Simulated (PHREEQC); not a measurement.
Dissolve 0.19 mol/kgw NiCl2, 0.0014 mol/kgw KCl and 0.0035 mol/kgw MnSO4 at 83 °C. Closed to the air; pH follows from the charge balance.

Computed with PHREEQC (ion-association model, wateq4f.dat).

No solid was allowed to form.

Estimate the pH, activity of water, ionic strength.

pH 4.92; activity of water 0.991; ionic strength 0.485 mol/kgw.

In which forms is Cl present?

Cl- 86 %, NiCl+ 6.9 %, NiCl2 6.4 % of the Cl.

Complexes and solids missing from the database can't appear. Constants without temperature data keep their 25 °C values here.
